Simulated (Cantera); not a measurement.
A perfectly stirred reactor is fed with CH4 : N2 = 1 : 73 (molar parts), at 0.839 atm; it is held at 1975 K, and followed from long to short residence time.

Detailed kinetics in Cantera: GRI-Mech 3.0 (53 species, 325 reactions). GRI-Mech 3.0 stops at C3 and has no aromatics, soot or wall deposition, so with more carbon than oxygen in the feed, carbon stays in small species such as C2H2 where larger ones or solid carbon would form.

Problem. Predict: x(CH4) at τ = 0.650 s; x(C2H6) at τ = 0.650 s; x(CH2) at τ = 0.650 s; x(HCN) at τ = 0.650 s; x(H) at τ = 0.650 s; x(CH4) at τ = 12.0 ms; x(C2H6) at τ = 12.0 ms; x(CH2) at τ = 12.0 ms; x(HCN) at τ = 12.0 ms; x(H) at τ = 12.0 ms.

Solution. 
| Item | Value |
|---|---|
| x(CH4) at τ = 0.650 s | 0.000167 |
| x(C2H6) at τ = 0.650 s | 1.41e-8 |
| x(CH2) at τ = 0.650 s | 4.07e-7 |
| x(HCN) at τ = 0.650 s | 0.00128 |
| x(H) at τ = 0.650 s | 0.000197 |
| x(CH4) at τ = 12.0 ms | 0.00160 |
| x(C2H6) at τ = 12.0 ms | 8.77e-7 |
| x(CH2) at τ = 12.0 ms | 2.24e-6 |
| x(HCN) at τ = 12.0 ms | 0.000104 |
| x(H) at τ = 12.0 ms | 0.000148 |
